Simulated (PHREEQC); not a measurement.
A solution holds 94 mmol/kgw HF and 0.58 mmol/kgw NaF, at 60 °C. It is in equilibrium with CO2 at log p = 0 (atm). Otherwise closed; pH follows from the charge balance.

All values are PHREEQC results (ion-association model, phreeqc.dat), not measurements.

No solid was allowed to form.

Problem. Order these F species by the share of F that they hold, largest first: HF2-, F-, HF.

Solution. HF (90 %), F- (5.6 %), HF2- (4.2 %)

The pH is 2.21 and the ionic strength 0.00723 mol/kgw. Species that the database lacks are ignored. Constants without temperature data keep their 25 °C values here.
